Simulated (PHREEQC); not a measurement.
# Silver or lead bath: speciation

A solution holds 0.0011 mol PbCl2 and 0.0021 mol HF per kg of water, at 25 °C. Closed to the air; pH follows from the charge balance.

Model: ion-association model, wateq4f.dat, run in PHREEQC.

This is a speciation only: nothing precipitates in the calculation.

Task: What pH, ionic strength does the model give?

Result: pH 3.05; ionic strength 0.00409 mol/kgw.

Task: In which forms is Pb present?

Result: Pb+2 93 %, PbCl+ 6.0 %, PbF+ 1.2 % of the Pb.

The solution is supersaturated, for example in Matlockite, so a real one may precipitate; this is no full list.
